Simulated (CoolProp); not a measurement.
Neopentane along the isobar 1.79 MPa: Z from the reference equation and from simpler models built on Tc = 433.7 K, pc = 3.196 MPa, ω = 0.196; each cubic takes its own stable root.

Model: reference Helmholtz-energy equation of state, Lemmon 2006, in CoolProp. It is a short technical equation, of lower accuracy than the large ones.

```
T (K)   phase  reference  van der Waals  Soave-Redlich-Kwong  Peng-Robinson
-----  ------  ---------  -------------  -------------------  -------------
280.1  liquid    0.09145         0.1435              0.09628        0.08525
302.6  liquid    0.08813         0.1382              0.09316        0.08238
325.1  liquid    0.08585         0.1348              0.09146        0.08078
347.6  liquid    0.08470         0.1337              0.09138        0.08065
370.1  liquid    0.08502         0.1359              0.09362        0.08262
392.6  liquid    0.08793         0.7197               0.1005        0.08876
415.1     gas     0.7226         0.7699               0.7275         0.7069
437.6     gas     0.7825         0.8063               0.7849         0.7653
460       gas     0.8235         0.8341               0.8257         0.8071
482.5     gas     0.8540         0.8564               0.8568         0.8392
505       gas     0.8777         0.8745               0.8812         0.8645
527.5     gas     0.8965         0.8896               0.9008         0.8849
550       gas     0.9119         0.9023               0.9169         0.9018
```

At some of these states van der Waals gives the other phase, because its saturation line lies elsewhere.
